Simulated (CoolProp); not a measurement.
A single-stage vapour-compression cycle with nitrous oxide: evaporating at 215.15 K (dew point), condensing at 262.15 K (bubble point), superheat 0 K, subcooling 0 K, compressor efficiency 0.75, no pressure losses. Each further row changes one setting.

The numbers come from the reference Helmholtz-energy equation of state, Lemmon 2006 in CoolProp. It is a short technical equation, of lower accuracy than the large ones.

| case | cooling COP | pressure ratio | discharge temperature (K) | refrigerating effect (kJ/kg) | volumetric capacity (kJ/m³) |
|---|---|---|---|---|---|
| as stated | 2.59 | 4.97 | 337.5 | 248 | 3100 |
| evaporating temperature 220.15 K | 3.04 | 4.05 | 326.5 | 250 | 3800 |
| condensing temperature 257.15 K | 3.00 | 4.32 | 325.3 | 258 | 3220 |
| subcooling 5 K | 2.69 | 4.97 | 337.5 | 258 | 3220 |
| superheat 10 K | 2.53 | 4.97 | 352.0 | 257 | 3030 |
| compressor efficiency 0.65 | 2.24 | 4.97 | 351.7 | 248 | 3100 |
